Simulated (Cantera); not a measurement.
A freely propagating, adiabatic, planar premixed flame of CH₄ : H₂ : O₂ : N₂ = 1 : 0.041 : 2.77 : 10.4 (molar parts), unburnt at 450 K and 4.34 atm; mixture-averaged transport, grid criteria slope 0.08 and curve 0.16, no radiation.

Cantera simulation using GRI-Mech 3.0 (53 species, 325 reactions); the numbers are that mechanism's predictions, not measurements. Burning velocities carry a grid error of a few per cent, more on coarse grids.

Question: Predict: laminar burning velocity; thermal thickness; peak x(H₂O₂); peak x(HCO); peak x(CH₃).

Answer: 
* **laminar burning velocity**: 25.7 cm/s
* **thermal thickness**: 0.184 mm
* **peak x(H₂O₂)**: 6.02e-5
* **peak x(HCO)**: 8.76e-6
* **peak x(CH₃)**: 0.000690
